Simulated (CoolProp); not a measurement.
n-nonane along the isotherm 250.35 °C: fugacity coefficient from the reference equation and from simpler models built on Tc = 321.4 °C, pc = 2.282 MPa, ω = 0.443; each cubic takes its own stable root.

Values from CoolProp's reference Helmholtz-energy equation of state, Lemmon 2006. It is a short technical equation, of lower accuracy than the large ones.

| p (MPa) | phase | reference | Soave-Redlich-Kwong | Peng-Robinson |
|---|---|---|---|---|
| 1.04 | liquid | 0.6258 | 0.6483 | 0.6318 |
| 2.07 | liquid | 0.3339 | 0.3506 | 0.3387 |
| 3.11 | liquid | 0.2360 | 0.2508 | 0.2403 |
| 4.15 | liquid | 0.1877 | 0.2017 | 0.1917 |
| 5.19 | liquid | 0.1591 | 0.1729 | 0.1630 |
| 6.22 | liquid | 0.1407 | 0.1543 | 0.1444 |
| 7.26 | liquid | 0.1277 | 0.1414 | 0.1314 |
| 8.3 | liquid | 0.1182 | 0.1322 | 0.1219 |
| 9.34 | liquid | 0.1112 | 0.1254 | 0.1148 |
| 10.4 | liquid | 0.1058 | 0.1203 | 0.1094 |
| 11.4 | liquid | 0.1019 | 0.1168 | 0.1055 |
